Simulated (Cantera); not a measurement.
Charge: 1 mol HgO, 0.044 mol H2, held at 16.0 mbar.

Method: chemical equilibrium by Gibbs-energy minimisation in Cantera with the NASA 1993 tables (ideal gas, pure condensed phases). Candidate condensed phases: H2O, Hg, HgO; 10 gas species. The numbers say what is thermodynamically allowed, not how fast it happens. All values below are at 952 °C.

Base state: Hg 0.657, O2 0.314, H2O 0.0289 (mole fractions); condensed: gas only.

Q: What changes in the equilibrium state with this change: H2 from 0.044 to 0.3 mol?

A: 
```
species   before    after
-------  -------  -------
Hg         0.657    0.606
O2         0.314    0.212
H2O       0.0289    0.182
OH       6.98e-6  1.59e-5
```
